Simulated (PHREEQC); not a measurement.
## Reverse-osmosis permeate

Synthetic water in mmol/kgw, 25 °C, pH 6.36, pe -0: Na 0.0319; K 0.000483; Ca 0.121; Mg 0.00921; Cl 0.131; S(6) 0.0196; Alkalinity (meq/kgw) 0.119; Fe(2) 0.000637; Zn 6.41e-05; Sr 0.00284; Si 0.00101.

Cl is adjusted to close the charge balance.
Valence states are taken as typed.

Equilibrium calculation in PHREEQC: ion-association model, wateq4f.dat.

Each row changes one thing in this solution. Precipitation was switched off in this run.

| case | HCO3- (mol/kgw) | CO2 (mol/kgw) | CaSO4 (mol/kgw) | CaHCO3+ (mol/kgw) | MgSO4 (mol/kgw) | CO3-2 (mol/kgw) | SI of Quartz (SiO2) | SI of Siderite (FeCO3) |
|---|---|---|---|---|---|---|---|---|
| as made | 0.000119 | 0.000114 | 3.80e-7 | 1.66e-7 | 3.40e-8 | 1.38e-8 | -2.02 | -3.26 |
| all concentrations times 3 at the same typed pH | … | 0.000335 | 2.87e-6 | 1.38e-6 | 2.57e-7 | 4.31e-8 | -1.54 | -2.35 |
| pH from 6.36 to 5.86 at the same alkalinity | 0.000120 | 0.000364 | 3.80e-7 | 1.68e-7 | 3.40e-8 | 4.39e-9 | -2.02 | … |
| K from 0.000483 to 0.00145 mmol/kgw | 0.000119 | 0.000114 | 3.80e-7 | 1.66e-7 | 3.40e-8 | 1.38e-8 | -2.02 | -3.26 |
| temperature from 25 to 10 °C at the same typed pH | 0.000119 | 0.000148 | 3.31e-7 | … | … | 9.53e-9 | -1.78 | -3.51 |

Some entries are withheld; supply them.


- all concentrations times 3 at the same typed pH, HCO3- (mol/kgw): 0.000356
- pH from 6.36 to 5.86 at the same alkalinity, SI of Siderite (FeCO3): -3.75
- temperature from 25 to 10 °C at the same typed pH, CaHCO3+ (mol/kgw): 1.21e-7
- temperature from 25 to 10 °C at the same typed pH, MgSO4 (mol/kgw): 2.28e-8

Constants without temperature data keep their 25 °C values here.
